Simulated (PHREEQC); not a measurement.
Copper plating or etch bath (model solution)

Solution (25 °C): 4.4 mmol/kgw Cu(BF4)2, 0.031 mmol/kgw HCl and 110 mmol/kgw NaCl. Closed to the air; pH follows from the charge balance.

Equilibrium calculation in PHREEQC: ion-association model, phreeqc.dat.

Precipitation was switched off in this run.

Q: Estimate the pH, density, ionic strength.

A: pH 2.91; density 1.003 g/cm³; ionic strength 0.124 mol/kgw.

Q: In which forms is B present?

A: BF4- 75 %, H3BO3 13 %, BF3OH- 8.1 %, BF2(OH)2- 3.2 % of the B.

Real BF4- forms and hydrolyses slowly; the run takes it at equilibrium.
